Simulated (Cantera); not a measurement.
A Cantera script and its output.

```python
import numpy as np
import cantera as ct

gas = ct.Solution("gri30.yaml")
gas.TPX = 1973, 100000, {'CH4': 1, 'H2O': 0.94, 'H2': 0.78, 'N2': 0.11}
inlet = ct.Reservoir(gas, clone=True)

reactor = ct.IdealGasConstPressureReactor(gas, energy="off", clone=False)
exhaust = ct.Reservoir(gas, clone=True)
tau = [1.6, 0.72, 0.33, 0.15, 0.067, 0.03, 0.014, 0.0062, 0.0028][0]
for a, b in ((inlet, reactor), (reactor, exhaust)):
    ct.MassFlowController(a, b, mdot=lambda t: reactor.mass / tau)
net = ct.ReactorNet([reactor])
show = ['CH4', 'H2O', 'H2', 'C2H', 'HO2']

rows = []
print(f"{'tau/s':>10s}{'T/K':>9s}" + "".join(f"{s:>11s}" for s in show))
for tau in [1.6, 0.72, 0.33, 0.15, 0.067, 0.03, 0.014, 0.0062, 0.0028]:
    net.initial_time = 0.0
    net.advance(30 * tau)
    before = gas.X
    net.advance(40 * tau)
    drift = np.max(np.abs(gas.X - before) / (gas.X + 1e-9))
    rows.append([gas.T, *gas[show].X, drift])
    print(f"{tau:10.3e}{gas.T:9.1f}" + "".join(f"{x:11.3e}" for x in gas[show].X))
```

Output:

```
     tau/s      T/K        CH4        H2O         H2        C2H        HO2
 1.600e+00   1973.0  4.562e-03  2.182e-02  7.536e-01  4.120e-07  6.450e-14
 7.200e-01   1973.0  6.505e-03  3.382e-02  7.436e-01  5.569e-07  1.548e-13
 3.300e-01   1973.0  9.207e-03  5.018e-02  7.298e-01  7.545e-07  3.404e-13
 1.500e-01   1973.0  1.303e-02  7.230e-02  7.111e-01  1.021e-06  7.064e-13
 6.700e-02   1973.0  1.847e-02  1.011e-01  6.863e-01  1.364e-06  1.381e-12
 3.000e-02   1973.0  2.602e-02  1.351e-01  6.560e-01  1.753e-06  2.455e-12
 1.400e-02   1973.0  3.602e-02  1.696e-01  6.234e-01  2.108e-06  3.814e-12
 6.200e-03   1973.0  5.125e-02  2.044e-01  5.865e-01  2.375e-06  5.354e-12
 2.800e-03   1973.0  7.271e-02  2.328e-01  5.495e-01  2.436e-06  6.544e-12
```

Computed with Cantera and GRI-Mech 3.0 (53 species, 325 reactions).
